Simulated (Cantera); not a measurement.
A Cantera script and its output.

```python
import numpy as np
import cantera as ct

surf = ct.Interface("diamond.yaml", "diamond_100")
gas, bulk = surf.adjacent["gas"], surf.adjacent["diamond"]
k = surf.kinetics_species_index(bulk.species_names[0])
cover = ["c6HH", "c6H*", "c6*H", "c6**", "c6HM", "c6B"]

rows, drift = [], 0.0
print(f"{'P':>10s}{'um/h':>11s}" + "".join(f"{s:>11s}" for s in cover))
for v in [480, 760, 1200, 1900, 3100, 4900, 7700, 12000]:
    T, P, xH, xCH3 = 973, v, 0.025, 0.0011
    gas.TPX = T, P, {"H": xH, "CH3": xCH3, "CH4": 0.011, "H2": 1 - xH - xCH3 - 0.011}
    surf.TP = bulk.TP = T, P
    surf.coverages = "c6H*:0.1, c6HH:0.9"
    surf.advance_coverages(100.0)
    before = surf.coverages
    surf.advance_coverages(100.0)
    drift = max(drift, np.max(np.abs(surf.coverages - before) / (surf.coverages + 1e-9)))
    rate = surf.net_production_rates[k] * bulk.mean_molecular_weight / bulk.density * 3.6e9
    rows.append([rate, *surf[cover].coverages])
    print(f"{v:10.4g}{rate:11.4e}" + "".join(f"{x:11.3e}" for x in rows[-1][1:]))
```

It prints:

```
         P       um/h       c6HH       c6H*       c6*H       c6**       c6HM        c6B
       480 2.2905e+00  6.012e-01  1.548e-02  3.423e-01  7.697e-03  2.498e-02  6.215e-09
       760 3.6762e+00  6.009e-01  1.549e-02  3.421e-01  7.695e-03  2.533e-02  9.976e-09
      1200 5.8554e+00  6.007e-01  1.551e-02  3.420e-01  7.695e-03  2.555e-02  1.589e-08
      1900 9.3241e+00  6.006e-01  1.554e-02  3.419e-01  7.698e-03  2.570e-02  2.530e-08
      3100 1.5274e+01  6.005e-01  1.559e-02  3.418e-01  7.705e-03  2.580e-02  4.145e-08
      4900 2.4208e+01  6.004e-01  1.568e-02  3.417e-01  7.716e-03  2.587e-02  6.569e-08
      7700 3.8124e+01  6.004e-01  1.582e-02  3.415e-01  7.733e-03  2.592e-02  1.035e-07
   1.2e+04 5.9544e+01  6.003e-01  1.602e-02  3.412e-01  7.760e-03  2.597e-02  1.616e-07
```

Cantera simulation using the Harris–Goodwin 1993 mechanism for the reconstructed diamond (100) surface; the numbers are that mechanism's predictions, not measurements.
